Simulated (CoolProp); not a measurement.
Vapour-liquid equilibrium of benzene (1) + dimethyl carbonate (2) at 1.9 MPa; x and y are mole fractions of (1).

Computed with CoolProp (multi-fluid Helmholtz-energy mixture model, Thol 2012 and Zhou 2011; pair parameters Bell 2016).

```
x     bubble temperature (K)  y at the bubble point  dew temperature at overall composition x (K)  liquid density (mol/L)
----  ----------------------  ---------------------  --------------------------------------------  ----------------------
0.05                   492.7                  0.058                                         492.8                   8.309
0.15                   491.5                  0.167                                         491.6                   8.276
0.25                   490.4                  0.270                                         490.6                   8.242
0.35                   489.7                  0.367                                         489.8                   8.209
0.45                   489.1                  0.461                                         489.2                   8.177
0.55                   488.9                  0.554                                         488.9                   8.147
0.65                   488.9                  0.647                                         488.9                   8.118
0.75                   489.1                  0.742                                         489.1                   8.091
0.85                   489.7                  0.840                                         489.7                   8.065
0.95                   490.5                  0.945                                         490.6                   8.041
```

y crosses x between x = 0.55 and 0.65: the model has an azeotrope there.

Pair parameters are fitted to limited data, so mixtures are less certain than the pure fluids.
